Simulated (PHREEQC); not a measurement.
Solution (10 °C): 0.023 mol NH3 and 3.2e-05 mol H4SiO4 per kg of water. Closed to the air; pH follows from the charge balance.

All values are PHREEQC results (ion-association model, phreeqc.dat), not measurements.

This is a speciation only: nothing precipitates in the calculation.

Problem. Order these Si species by the share of Si that they hold, largest first: H2SiO4-2, H3SiO4-, H4SiO4.

Solution. H3SiO4- (94 %), H4SiO4 (5.6 %), H2SiO4-2 (0.47 %)

The pH is 11.29 and the ionic strength 0.000627 mol/kgw. Species that the database lacks are ignored. At this temperature some constants are extrapolated from 25 °C, and those without enthalpy data are left unchanged.
